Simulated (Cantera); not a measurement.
An isothermal, constant-pressure homogeneous reactor starts with 10.1 % NH₃, 89.9 % H₂, at 2375 K and 0.0523 atm.

Computed with Cantera and the gas-phase N/H chemistry of the illustrative SiF4/NH3 mechanism in the Surface Chemkin manual (1991). Walls and surfaces, which speed up NH3 decomposition in real reactors, are not modelled.

One state of this run: x NH₃ = 0.100; x H₂ = 0.897; x NH = 3.22e-5; x N₂ = 9.03e-5; x H = 0.00204. x: mole fraction; the columns are a selection and need not sum to one.

Q: Which value of t (s) does it belong to?
A) 0.000774
B) 0.000100
C) 0.0167
D) 0.000278

A: A, 0.000774
